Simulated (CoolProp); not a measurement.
Vapour-liquid equilibrium of R125 (1) + R134a (2) at -93.85 °C; x and y are mole fractions of (1).

Values from CoolProp's multi-fluid Helmholtz-energy mixture model, Lemmon 2005 and Tillner-Roth 1994; pair parameters Lemmon 2004.

```json
[
 {"x": "0.05", "bubble pressure (bar)": "0.01253", "y at the bubble point": "0.202", "dew pressure at overall composition x (bar)": "0.01096", "liquid density (mol/L)": "[?]"},
 {"x": "0.2", "bubble pressure (bar)": "0.01885", "y at the bubble point": "0.555", "dew pressure at overall composition x (bar)": "0.01251", "liquid density (mol/L)": "15.08"},
 {"x": "0.35", "bubble pressure (bar)": "0.02539", "y at the bubble point": "[?]", "dew pressure at overall composition x (bar)": "[?]", "liquid density (mol/L)": "14.87"},
 {"x": "0.5", "bubble pressure (bar)": "0.03190", "y at the bubble point": "[?]", "dew pressure at overall composition x (bar)": "[?]", "liquid density (mol/L)": "14.65"},
 {"x": "0.65", "bubble pressure (bar)": "0.03832", "y at the bubble point": "[?]", "dew pressure at overall composition x (bar)": "0.02186", "liquid density (mol/L)": "14.42"},
 {"x": "0.8", "bubble pressure (bar)": "0.04465", "y at the bubble point": "0.953", "dew pressure at overall composition x (bar)": "0.02926", "liquid density (mol/L)": "14.20"},
 {"x": "0.95", "bubble pressure (bar)": "0.05095", "y at the bubble point": "[?]", "dew pressure at overall composition x (bar)": "0.04425", "liquid density (mol/L)": "[?]"}
]
```

**Question.** What belongs in the gaps?

**Answer.** 
- 0.05, liquid density (mol/L): 15.28
- 0.35, y at the bubble point: 0.733
- 0.35, dew pressure at overall composition x (bar): 0.01457
- 0.5, y at the bubble point: 0.837
- 0.5, dew pressure at overall composition x (bar): 0.01747
- 0.65, y at the bubble point: 0.904
- 0.95, y at the bubble point: 0.989
- 0.95, liquid density (mol/L): 13.98

No azeotrope shows between x = 0.05 and 0.95.

Pair parameters are fitted to limited data, so mixtures are less certain than the pure fluids.
